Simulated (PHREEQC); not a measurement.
A solution holds 0.011 mol/kgw Cu(NO3)2 and 0.31 mol/kgw FeCl3, at 25 °C. Closed to the air; pH follows from the charge balance.

The numbers come from PHREEQC with the ion-association model, wateq4f.dat.

Problem. The ionic strength comes out as 0.975 mol/kgw. What activity coefficients do Fe+3, FeOH+2, FeCl+2, Fe2(OH)2+4, H+ get?

Solution. Fe+3 0.070, FeOH+2 0.17, FeCl+2 0.17, Fe2(OH)2+4 0.021, H+ 0.74.

Precipitation was switched off in this run. Examples of supersaturated solids here: Hematite (slow to form), Goethite (slow to form). Others may be too. Caution: at this ionic strength the ion-association model is outside its range; a Pitzer model would be the better tool where its parameters exist.
